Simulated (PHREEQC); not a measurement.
0.059 g of hydrous ferric oxide (600 m²/g; 0.2 weak and 0.005 strong sites per Fe, Dzombak-Morel constants, diffuse double layer) in 1 kg of water with 0.3 mol/kgw of an inert sodium salt and 9.8e-06 mol/kgw Na2SO4 and 0.00013 mol/kgw Na2SeO4, at 25 °C; the pH is set by adding NaOH or the inert anion's acid. Oxygen alone is held at its pressure in air (log pO2 = -0.68). No CO2 enters from the air. Nothing may precipitate in this run.

The numbers come from PHREEQC with the ion-association model, wateq4f.dat.

```json
[
 {"pH": "3", "S sorbed (%)": "13.9", "Se sorbed (%)": "18.8", "surface charge σ (C/m²)": "0.229", "surface potential ψ (mV)": "102"},
 {"pH": "4", "S sorbed (%)": "13.5", "Se sorbed (%)": "18.2", "surface charge σ (C/m²)": "0.223", "surface potential ψ (mV)": "100"},
 {"pH": "4.5", "S sorbed (%)": "12.3", "Se sorbed (%)": "16.9", "surface charge σ (C/m²)": "0.214", "surface potential ψ (mV)": "98"},
 {"pH": "5.5", "S sorbed (%)": "6.9", "Se sorbed (%)": "10.1", "surface charge σ (C/m²)": "0.167", "surface potential ψ (mV)": "87"},
 {"pH": "6", "S sorbed (%)": "3.7", "Se sorbed (%)": "5.7", "surface charge σ (C/m²)": "0.134", "surface potential ψ (mV)": "76"},
 {"pH": "7", "S sorbed (%)": "0.4", "Se sorbed (%)": "0.7", "surface charge σ (C/m²)": "0.065", "surface potential ψ (mV)": "45"},
 {"pH": "8", "S sorbed (%)": "0.0", "Se sorbed (%)": "0.0", "surface charge σ (C/m²)": "0.006", "surface potential ψ (mV)": "5"},
 {"pH": "8.5", "S sorbed (%)": "0.0", "Se sorbed (%)": "0.0", "surface charge σ (C/m²)": "-0.021", "surface potential ψ (mV)": "-17"},
 {"pH": "9.5", "S sorbed (%)": "0.0", "Se sorbed (%)": "0.0", "surface charge σ (C/m²)": "-0.087", "surface potential ψ (mV)": "-57"},
 {"pH": "10", "S sorbed (%)": "0.0", "Se sorbed (%)": "0.0", "surface charge σ (C/m²)": "-0.132", "surface potential ψ (mV)": "-75"},
 {"pH": "11", "S sorbed (%)": "0.0", "Se sorbed (%)": "0.0", "surface charge σ (C/m²)": "-0.244", "surface potential ψ (mV)": "-105"}
]
```

The oxide is taken as insoluble; below pH 4 it would dissolve.
